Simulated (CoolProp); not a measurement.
Properties of ethylene at several states.

The numbers come from the reference Helmholtz-energy equation of state, Smukala 2000 in CoolProp.

| T (K) | p (kPa) | phase | density (kg/m³) | isothermal compressibility (1/MPa) | fugacity coefficient |
|---|---|---|---|---|---|
| 184.7 | 91.1 | gas | 1.703 | 11.24 | 0.9780 |
| 305.4 | 253 | gas | 2.833 | 4.007 | 0.9868 |
| 199.6 | 22700 | liquid | 550.7 | 0.001901 | 0.03635 |
| 357 | 2530 | gas | 26.06 | 0.4318 | 0.9218 |
